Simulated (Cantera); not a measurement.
An adiabatic, constant-pressure homogeneous reactor starts with CH4 : O2 : N2 = 1 : 2.04 : 7.67 (molar parts), equivalence ratio 0.98, at 1125 K and 18000 Torr. Integrator tolerance rtol = 1e-08.

Cantera simulation using GRI-Mech 3.0 (53 species, 325 reactions); the numbers are that mechanism's predictions, not measurements. The pressure lies above the range GRI-Mech 3.0 was tuned for (to about 10 atm).

**Question.** What does this change do: initial temperature 1125 to 1500 K?

**Answer.** 
```json
[
 {"quantity": "time of steepest temperature rise", "before": "4.63 ms", "after": "84.8 µs"},
 {"quantity": "temperature at 2.00 s", "before": "2741 K", "after": "2937 K"},
 {"quantity": "equilibrium temperature", "before": "2741 K", "after": "2937 K"},
 {"quantity": "x(CH4) at 2.00 s", "before": "<1e-12 (gas-phase equilibrium <1e-12)", "after": "<1e-12 (gas-phase equilibrium <1e-12)"},
 {"quantity": "x(O2) at 2.00 s", "before": "0.0100 (gas-phase equilibrium 0.0100)", "after": "0.0139 (gas-phase equilibrium 0.0139)"},
 {"quantity": "x(C2H) at 2.00 s", "before": "<1e-12 (gas-phase equilibrium <1e-12)", "after": "<1e-12 (gas-phase equilibrium <1e-12)"},
 {"quantity": "x(HCO) at 2.00 s", "before": "4.71e-8 (gas-phase equilibrium 4.71e-8)", "after": "1.51e-7 (gas-phase equilibrium 1.51e-7)"},
 {"quantity": "x(CO2) at 2.00 s", "before": "0.0740 (gas-phase equilibrium 0.0740)", "after": "0.0624 (gas-phase equilibrium 0.0624)"},
 {"quantity": "x(HO2) at 2.00 s", "before": "7.54e-6 (gas-phase equilibrium 7.54e-6)", "after": "1.39e-5 (gas-phase equilibrium 1.39e-5)"}
]
```

**Question.** What does this change do: CH4 1 to 0.63 parts?

**Answer.** 
```tsv
quantity	before	after
time of steepest temperature rise	4.63 ms	4.14 ms
temperature at 2.00 s	2741 K	2346 K
equilibrium temperature	2741 K	2346 K
x(CH4) at 2.00 s	<1e-12 (gas-phase equilibrium <1e-12)	<1e-12 (gas-phase equilibrium <1e-12)
x(O2) at 2.00 s	0.0100 (gas-phase equilibrium 0.0100)	0.0700 (gas-phase equilibrium 0.0700)
x(C2H) at 2.00 s	<1e-12 (gas-phase equilibrium <1e-12)	<1e-12 (gas-phase equilibrium <1e-12)
x(HCO) at 2.00 s	4.71e-8 (gas-phase equilibrium 4.71e-8)	1.24e-10 (gas-phase equilibrium 1.24e-10)
x(CO2) at 2.00 s	0.0740 (gas-phase equilibrium 0.0740)	0.0601 (gas-phase equilibrium 0.0601)
x(HO2) at 2.00 s	7.54e-6 (gas-phase equilibrium 7.54e-6)	9.92e-6 (gas-phase equilibrium 9.92e-6)
```
